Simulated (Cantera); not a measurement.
A perfectly stirred reactor is fed with CH4 : H2 : O2 = 0.0083 : 1 : 0.0062 (molar parts), equivalence ratio 83, at 30.8 Torr; it is held at 2475 K, and followed from long to short residence time.

Model: GRI-Mech 3.0 (53 species, 325 reactions), integrated in Cantera. Radical loss at walls, strong at low pressure, is not modelled.

**Question.** What does this change do: CH4 0.0083 to 0.0062 parts?

**Answer.** 
```json
[
 {"quantity": "x(CH4) at τ = 1.30 s", "before": "3.80e-6", "after": "1.95e-6"},
 {"quantity": "x(H2) at τ = 1.30 s", "before": "0.889", "after": "0.889"},
 {"quantity": "x(O2) at τ = 1.30 s", "before": "6.15e-8", "after": "7.56e-8"},
 {"quantity": "x(C2H2) at τ = 1.30 s", "before": "2.82e-6", "after": "4.90e-7"},
 {"quantity": "x(H) at τ = 1.30 s", "before": "0.0990", "after": "0.0994"},
 {"quantity": "x(CH4) at τ = 20.0 ms", "before": "0.000500", "after": "0.000427"},
 {"quantity": "x(H2) at τ = 20.0 ms", "before": "0.944", "after": "0.945"},
 {"quantity": "x(O2) at τ = 20.0 ms", "before": "8.10e-6", "after": "8.29e-6"},
 {"quantity": "x(C2H2) at τ = 20.0 ms", "before": "0.00175", "after": "0.00118"},
 {"quantity": "x(H) at τ = 20.0 ms", "before": "0.0415", "after": "0.0409"}
]
```

**Question.** What does this change do: pressure from 30.8 Torr to 15.8 Torr?

**Answer.** 
```
quantity                  before     after
----------------------  --------  --------
x(CH4) at τ = 1.30 s     3.80e-6   3.23e-6
x(H2) at τ = 1.30 s        0.889     0.867
x(O2) at τ = 1.30 s      6.15e-8   9.65e-8
x(C2H2) at τ = 1.30 s    2.82e-6   3.57e-6
x(H) at τ = 1.30 s        0.0990     0.122
x(CH4) at τ = 20.0 ms   0.000500  0.000830
x(H2) at τ = 20.0 ms       0.944     0.948
x(O2) at τ = 20.0 ms     8.10e-6   1.79e-5
x(C2H2) at τ = 20.0 ms   0.00175   0.00212
x(H) at τ = 20.0 ms       0.0415    0.0367
```
